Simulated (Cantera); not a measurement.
Input: 1 mol BCl₃, 11 mol H₂, equilibrated at 1123.15 K and 0.0720 bar.

These are equilibrium values from Cantera (NASA tables, ideal gas, pure condensed phases), not measurements of a reactor. Candidate condensed phases: B; 13 gas species. Gases not in the tables: BHCl₂. Equilibrium is a limit: real reactors are often held back by kinetics, nucleation or transport.

### Question
What is the equilibrium state?

### Answer
| Property | Result |
|---|---|
| x(H₂) | 0.842 |
| x(HCl) | 0.114 |
| x(BCl₃) | 0.0438 |
| x(BCl₂) | 4.82e-6 |
| n(B(s)) | 0.464 mol |
| gas amount | 12.23 mol |
